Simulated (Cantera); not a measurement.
An isothermal, constant-pressure homogeneous reactor starts with 0.475 % CO, 5.93 % O2, 2.28 % H2O, 91.3 % N2, equivalence ratio 0.040, at 950 K and 1000000 Pa.

Model: GRI-Mech 3.0 (53 species, 325 reactions), integrated in Cantera.

x: mole fraction; the columns are a selection and need not sum to one.

```json
[
 {"t (s)": "0.000100", "x CO": "0.00475", "x O2": "0.0593", "x H2O": "0.0228", "x H2": "<1e-12", "x H2O2": "<1e-12"},
 {"t (s)": "0.000250", "x CO": "0.00475", "x O2": "0.0593", "x H2O": "0.0228", "x H2": "<1e-12", "x H2O2": "<1e-12"},
 {"t (s)": "0.000626", "x CO": "0.00475", "x O2": "0.0593", "x H2O": "0.0228", "x H2": "<1e-12", "x H2O2": "<1e-12"},
 {"t (s)": "0.00157", "x CO": "0.00475", "x O2": "0.0593", "x H2O": "0.0228", "x H2": "1.73e-12", "x H2O2": "<1e-12"},
 {"t (s)": "0.00391", "x CO": "0.00475", "x O2": "0.0593", "x H2O": "0.0228", "x H2": "6.18e-12", "x H2O2": "5.96e-12"},
 {"t (s)": "0.00979", "x CO": "0.00475", "x O2": "0.0593", "x H2O": "0.0228", "x H2": "2.67e-11", "x H2O2": "5.93e-11"},
 {"t (s)": "0.0245", "x CO": "0.00475", "x O2": "0.0593", "x H2O": "0.0228", "x H2": "1.46e-10", "x H2O2": "6.20e-10"},
 {"t (s)": "0.0613", "x CO": "0.00475", "x O2": "0.0593", "x H2O": "0.0228", "x H2": "[?]", "x H2O2": "[?]"},
 {"t (s)": "0.153", "x CO": "0.00473", "x O2": "0.0593", "x H2O": "0.0228", "x H2": "[?]", "x H2O2": "[?]"},
 {"t (s)": "0.383", "x CO": "0.00458", "x O2": "0.0593", "x H2O": "0.0228", "x H2": "1.07e-7", "x H2O2": "4.54e-7"},
 {"t (s)": "0.959", "x CO": "0.00411", "x O2": "0.0590", "x H2O": "0.0228", "x H2": "3.76e-7", "x H2O2": "4.75e-7"},
 {"t (s)": "2.40", "x CO": "0.00318", "x O2": "0.0586", "x H2O": "0.0228", "x H2": "6.00e-7", "x H2O2": "3.55e-7"},
 {"t (s)": "6.00", "x CO": "0.00187", "x O2": "0.0580", "x H2O": "0.0229", "x H2": "4.66e-7", "x H2O2": "1.83e-7"}
]
```

Complete the blanks.


- 0.0613, x H2: 1.05e-9
- 0.0613, x H2O2: 7.56e-9
- 0.153, x H2: 1.10e-8
- 0.153, x H2O2: 1.02e-7
